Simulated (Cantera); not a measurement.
Input (Python, Cantera):

```python
import numpy as np
import cantera as ct

surf = ct.Interface("ptcombust.yaml", "Pt_surf")
gas = surf.adjacent["gas"]
gas.TPX = 300, 4500, {'CH4': 0.013, 'O2': 0.12, 'N2': 0.79}
jet = ct.ImpingingJet(gas=gas, width=0.059, surface=surf)
jet.inlet.mdot, jet.inlet.T, jet.inlet.X = 0.079, 300, {'CH4': 0.013, 'O2': 0.12, 'N2': 0.79}
jet.set_refine_criteria(ratio=10, slope=0.2, curve=0.3)
show, cover = ['CH4', 'O2', 'H2O', 'OH', 'CO', 'CO2'], ["PT(S)", "H(S)", "O(S)", "OH(S)", "CO(S)", "C(S)"]

rows = []
print(f"{'Ts/K':>7s}" + "".join(f"{s:>11s}" for s in show + cover) + "   (gas at the wall, coverages)")
for i, Ts in enumerate([950, 1000, 1050, 1100, 1150, 1200, 1250, 1300]):
    jet.surface.T = Ts
    if i == 0:
        surf.TP = Ts, 4500
        surf.coverages = "PT(S):0.5, O(S):0.5"
        surf.advance_coverages(1.0)
        jet.set_initial_guess(products="inlet")
    jet.solve(loglevel=0, auto=(i == 0))
    rows.append([*(jet.X[gas.species_index(s), -1] for s in show), *surf[cover].coverages])
    print(f"{Ts:7g}" + "".join(f"{x:11.3e}" for x in rows[-1]))
```

Output:

```
   Ts/K        CH4         O2        H2O         OH         CO        CO2      PT(S)       H(S)       O(S)      OH(S)      CO(S)       C(S)   (gas at the wall, coverages)
    950  8.821e-03  1.188e-01  9.782e-03  7.356e-08  4.983e-06  6.433e-03  2.988e-01  8.919e-08  7.006e-01  5.237e-04  2.743e-06  1.313e-08
   1000  7.230e-03  1.154e-01  1.270e-02  2.066e-07  5.539e-06  8.367e-03  3.703e-01  1.918e-07  6.292e-01  5.236e-04  2.056e-06  1.285e-08
   1050  5.925e-03  1.127e-01  1.508e-02  5.101e-07  6.070e-06  9.945e-03  4.410e-01  3.648e-07  5.585e-01  4.961e-04  1.517e-06  1.208e-08
   1100  4.915e-03  1.105e-01  1.691e-02  1.135e-06  6.669e-06  1.116e-02  5.091e-01  6.335e-07  4.904e-01  4.539e-04  1.128e-06  1.119e-08
   1150  4.147e-03  1.090e-01  1.828e-02  2.311e-06  7.414e-06  1.206e-02  5.738e-01  1.029e-06  4.258e-01  4.057e-04  8.574e-07  1.039e-08
   1200  3.569e-03  1.078e-01  1.928e-02  4.365e-06  8.382e-06  1.272e-02  6.341e-01  1.586e-06  3.656e-01  3.567e-04  6.699e-07  9.756e-09
   1250  3.132e-03  1.069e-01  2.001e-02  7.729e-06  9.659e-06  1.319e-02  6.892e-01  2.346e-06  3.105e-01  3.099e-04  5.394e-07  9.298e-09
   1300  2.833e-03  1.064e-01  2.052e-02  1.294e-05  1.150e-05  1.340e-02  7.387e-01  3.352e-06  2.610e-01  2.667e-04  4.535e-07  9.123e-09
```

Computed with Cantera and Deutschmann's 1995 Pt surface mechanism with GRI-Mech 3.0 gas chemistry. Catalytic surfaces can have several steady states; this one follows from the mechanism file's or the stated starting coverage.
